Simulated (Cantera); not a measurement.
Input: 1 mol CO, 1.5 mol H2, equilibrated at 650 °C and 29.0 Pa.

Equilibrium computed with Cantera from the NASA thermochemical tables; the gas is ideal and each condensed phase is pure. Candidate condensed phases: C, C6H6, C7H8, C8H18, H2O; 110 gas species. Rates play no part.

Base state: H2 0.600, CO 0.400, CO2 0.000146, H2O 0.000107, CH4 2.43e-5 (mole fractions); condensed: C(graphite).

### Question
What changes in the equilibrium state with this change: CO replaced by n-butane?

### Answer
| species | before | after |
|---|---|---|
| H2 | 0.600 | 1.000 |
| CH4 | 2.43e-5 | 6.75e-5 |
| CO | 0.400 | 0 |
| CO2 | 0.000146 | 0 |
| H2O | 0.000107 | 0 |
| C(graphite), mol | 0.000573 | 4.00 |
